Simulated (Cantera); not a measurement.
**Equilibrium for chlorosilane synthesis and conversion: Si + H2 + HCl**

Feed: 1 mol Si, 5.3 mol H2, 1.9 mol HCl, equilibrated at 24.0 bar.

Method: chemical equilibrium by Gibbs-energy minimisation in Cantera with the NASA 1993 tables (ideal gas, pure condensed phases). Candidate condensed phases: Si; 19 gas species. The tables' values for SiCl3 are old estimates; treat these amounts as uncertain. Gases not in the tables: Si2H6 and higher silanes. Kinetics and transport are ignored.

| T (K) | log p H2 | log p HCl | log p SiHCl3 | log p SiCl4 | log p SiCl2 | log p SiH2Cl2 | log p SiCl3 | n Si(s) |
|---|---|---|---|---|---|---|---|---|
| 700 | 1.34 | -2.63 | 0.11 | -0.17 | -6.75 | -0.79 | -4.72 | 0.413 |
| 800 | 1.34 | -1.96 | 0.10 | -0.16 | -5.26 | -0.74 | -3.73 | 0.413 |
| 900 | 1.34 | -1.45 | 0.08 | -0.15 | -4.10 | -0.70 | -2.97 | 0.414 |
| 1000 | 1.34 | -1.04 | 0.07 | -0.15 | -3.18 | -0.67 | -2.36 | 0.419 |
| 1100 | 1.34 | -0.70 | 0.05 | -0.16 | -2.44 | -0.66 | -1.87 | 0.426 |
| 1200 | 1.33 | -0.43 | 0.03 | -0.17 | -1.83 | -0.65 | -1.47 | 0.439 |
| 1300 | 1.33 | -0.21 | -0.01 | -0.20 | -1.32 | -0.66 | -1.15 | 0.455 |
| 1400 | 1.33 | -0.03 | -0.06 | -0.26 | -0.91 | -0.68 | -0.90 | 0.472 |
| 1500 | 1.32 | 0.12 | -0.14 | -0.36 | -0.57 | -0.73 | -0.72 | 0.486 |
log p: log10 of the partial pressure in bar; n: condensed amount in mol.

From 700 K to 1500 K the condensed part is Si(s). The main Si-bearing gas is SiHCl3 throughout.
